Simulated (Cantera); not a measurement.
An isothermal, constant-pressure homogeneous reactor starts with CH2O : O2 : N2 = 0.022 : 0.0086 : 1 (molar parts), equivalence ratio 2.6, at 1398 K and 1.09 atm.

Cantera simulation using GRI-Mech 3.0 (53 species, 325 reactions); the numbers are that mechanism's predictions, not measurements.

x: mole fraction; the columns are a selection and need not sum to one.

```json
[
 {"t (s)": "3.00e-5", "x CH2O": "0.0213", "x O2": "0.00833", "x CO2": "4.90e-10", "x CH2": "1.34e-12", "x CH4": "3.73e-12", "x OH": "5.58e-8"},
 {"t (s)": "0.000107", "x CH2O": "0.0203", "x O2": "0.00809", "x CO2": "6.19e-7", "x CH2": "4.13e-10", "x CH4": "2.89e-9", "x OH": "1.69e-6"},
 {"t (s)": "0.000382", "x CH2O": "…", "x O2": "…", "x CO2": "…", "x CH2": "7.85e-10", "x CH4": "…", "x OH": "…"},
 {"t (s)": "0.00136", "x CH2O": "6.05e-10", "x O2": "1.84e-5", "x CO2": "0.00581", "x CH2": "<1e-12", "x CH4": "1.83e-11", "x OH": "8.01e-5"},
 {"t (s)": "0.00486", "x CH2O": "2.87e-10", "x O2": "7.32e-7", "x CO2": "0.00640", "x CH2": "<1e-12", "x CH4": "1.24e-11", "x OH": "1.81e-5"},
 {"t (s)": "0.0173", "x CH2O": "1.44e-10", "x O2": "4.85e-8", "x CO2": "0.00638", "x CH2": "<1e-12", "x CH4": "7.83e-12", "x OH": "4.73e-6"},
 {"t (s)": "0.0618", "x CH2O": "9.84e-11", "x O2": "3.50e-9", "x CO2": "0.00635", "x CH2": "<1e-12", "x CH4": "6.14e-12", "x OH": "1.27e-6"},
 {"t (s)": "0.220", "x CH2O": "8.52e-11", "x O2": "2.56e-10", "x CO2": "0.00634", "x CH2": "<1e-12", "x CH4": "5.74e-12", "x OH": "3.45e-7"},
 {"t (s)": "0.786", "x CH2O": "8.16e-11", "x O2": "1.98e-11", "x CO2": "0.00633", "x CH2": "<1e-12", "x CH4": "5.68e-12", "x OH": "…"},
 {"t (s)": "2.80", "x CH2O": "8.06e-11", "x O2": "1.84e-12", "x CO2": "0.00633", "x CH2": "<1e-12", "x CH4": "5.70e-12", "x OH": "2.96e-8"},
 {"t (s)": "10.0", "x CH2O": "8.03e-11", "x O2": "<1e-12", "x CO2": "0.00633", "x CH2": "<1e-12", "x CH4": "5.84e-12", "x OH": "1.18e-8"}
]
```

Some entries are withheld; supply them.


- 0.000382, x CH2O: 0.000617
- 0.000382, x O2: 0.00513
- 0.000382, x CO2: 0.000292
- 0.000382, x CH4: 2.13e-7
- 0.000382, x OH: 1.59e-5
- 0.786, x OH: 9.62e-8
